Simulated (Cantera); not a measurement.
An adiabatic, constant-pressure homogeneous reactor starts with CH4 : CO : O2 : N2 : H2O = 1 : 0.15 : 1.09 : 4.11 : 0.16 (molar parts), at 1700 K and 88000 Pa.

Cantera simulation using GRI-Mech 3.0 (53 species, 325 reactions); the numbers are that mechanism's predictions, not measurements.

One state of this run: T (K) = 2659; x CH4 = 2.40e-12; x CO = 0.130; x O2 = 0.000236; x HO2 = 1.53e-7; x N2O = 3.65e-8; x HCN = 5.36e-8; x CH3 = 6.04e-12. x: mole fraction; the columns are a selection and need not sum to one.

**Question.** Which value of t (s) does it belong to?
A. 3.62e-5
B. 1.00e-6
C. 0.116
D. 6.02e-6

**Answer.** C, 0.116
